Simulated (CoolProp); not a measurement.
The fluid at 620 K and 2.99 MPa is throttled through a valve to 1.8 MPa with no heat exchange. The same conditions are run with several fluids, on thermodynamics alone (safety and materials aside).

Values from CoolProp's reference Helmholtz-energy equation of state of each fluid (methane: Setzmann 1991; ammonia: Gao 2020; nitrogen: Span 2000; carbonyl sulfide: Lemmon 2006; hydrogen chloride: Thol 2018).

| fluid | temperature change (K) | final density (kg/m³) |
|---|---|---|
| methane | -0.7 | 5.59 |
| ammonia | … | 6.05 |
| nitrogen | +0.1 | 9.71 |
| carbonyl sulfide | … | … |
| hydrogen chloride | … | 12.9 |

Task: Fill in the missing entries.

Result: 
- ammonia, temperature change (K): -3.7
- carbonyl sulfide, temperature change (K): -4.7
- carbonyl sulfide, final density (kg/m³): 21.5
- hydrogen chloride, temperature change (K): -4.4
